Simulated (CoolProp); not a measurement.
Ethanol along the isotherm 500.7 K: density (kg/m³) from the reference equation and from simpler models built on Tc = 514.7 K, pc = 6.268 MPa, ω = 0.644; each cubic takes its own stable root.

The numbers come from the reference Helmholtz-energy equation of state, Schroeder 2014 in CoolProp.

```
p (MPa)   phase  reference  van der Waals  Redlich-Kwong  Soave-Redlich-Kwong  Peng-Robinson
-------  ------  ---------  -------------  -------------  -------------------  -------------
6.96     liquid      503.7          278.8          349.0                370.4          414.4
13.9     liquid      555.0          331.9          419.3                430.0          480.7
20.9     liquid      582.8          356.1          454.9                462.8          517.0
27.9     liquid      603.1          372.3          479.7                486.1          542.7
34.8     liquid      619.2          384.3          498.6                504.1          562.4
41.8     liquid      633.0          394.2          514.3                519.1          578.9
48.8     liquid      645.1          402.4          527.6                531.9          592.8
55.7     liquid      655.8          409.3          538.9                542.8          604.7
62.7     liquid      665.5          415.4          549.1                552.6          615.4
```
